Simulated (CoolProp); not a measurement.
Vapour-liquid equilibrium of hydrogen chloride (1) + propane (2) at 283 K; x and y are mole fractions of (1).

Values from CoolProp's multi-fluid Helmholtz-energy mixture model, Thol 2018 and Lemmon 2009; pair parameters Bell 2016.

Question: Give the bubble pressure and the first vapour's composition at x = 0.35, 0.65, 0.8. Is there an azeotrope?

Answer: x = 0.35: 1944 kPa, y = 0.704; x = 0.65: 2646 kPa, y = 0.833; x = 0.8: 2946 kPa, y = 0.893. No azeotrope shows between x = 0.05 and 0.95.

The pair parameters rest on a limited set of measurements; away from them the model extrapolates.
